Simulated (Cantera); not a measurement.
Feed: 1 mol SO₂, 0.058 mol O₂, 1.2 mol H₂, at 2777 °C and 43.0 bar.

Cantera equilibrium calculation (NASA polynomials, part measured and part estimated; ideal gas, pure solids and liquids). Candidate condensed phases: H₂O, H₂SO₄, S; 19 gas species. The ideal-gas law is rough above about 30 bar. Kinetics and transport are ignored.

Base state: H₂O 0.417, SO₂ 0.241, H₂ 0.124, SO 0.103, S₂ 0.0410, SH 0.0232, H₂S 0.0149, OH 0.0115 (mole fractions); condensed: gas only.

Question: What changes in the equilibrium state with this change: H₂ from 1.2 to 3.5 mol?

Answer: 
```csv
species,before,after
H₂O,0.417,0.415
H₂,0.124,0.361
H₂S,0.0149,0.0440
SO₂,0.241,0.0281
SO,0.103,0.0353
SH,0.0232,0.0401
OH,0.0115,0.00667
H,0.00985,0.0168
S₂,0.0410,0.0418
SO₃,3.61e-5,1.44e-6
O₂,0.000741,8.58e-5
O,0.000556,0.000189
```
